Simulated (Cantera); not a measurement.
Mixture: 27.0 % H2, 19.4 % O2, 53.5 % N2, 0.0945 % NO, at 0.640 bar, adiabatic and at constant volume. Ignition delay is the time to a rise of 400 K.

Model: GRI-Mech 3.0 (53 species, 325 reactions), integrated in Cantera. Below about 950 K walls govern HO2 and H2O2 in real vessels.

Q: Predict: delay at 925 K; delay at 1000 K; delay at 1075 K; delay at 1150 K; delay at 1225 K; delay at 1300 K.

A: 
```
Property            Value
---------------  --------
delay at 925 K   0.594 ms
delay at 1000 K  0.234 ms
delay at 1075 K  0.122 ms
delay at 1150 K   74.8 µs
delay at 1225 K   51.1 µs
delay at 1300 K   37.6 µs
```
